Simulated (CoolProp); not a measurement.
The fluid at 442.26 K and 0.16 MPa is throttled through a valve to 0.0812 MPa with no heat exchange. The same conditions are run with several fluids, on thermodynamics alone (safety and materials aside).

Values from CoolProp's reference Helmholtz-energy equation of state of each fluid (dimethyl carbonate: Zhou 2011; R22: Kamei 1995; carbonyl sulfide: Lemmon 2006; R365MFC: Lemmon 2016; CF4 (R14): Platzer 1990). The equations of Platzer and Polt are older, rougher fits.

| fluid | temperature change (K) | final density (kg/m³) |
|---|---|---|
| dimethyl carbonate | -1.0 | 2.02 |
| R22 | -0.6 | 1.92 |
| carbonyl sulfide | -0.6 | 1.33 |
| R365MFC | -0.7 | 3.31 |
| CF4 (R14) | -0.2 | 1.94 |
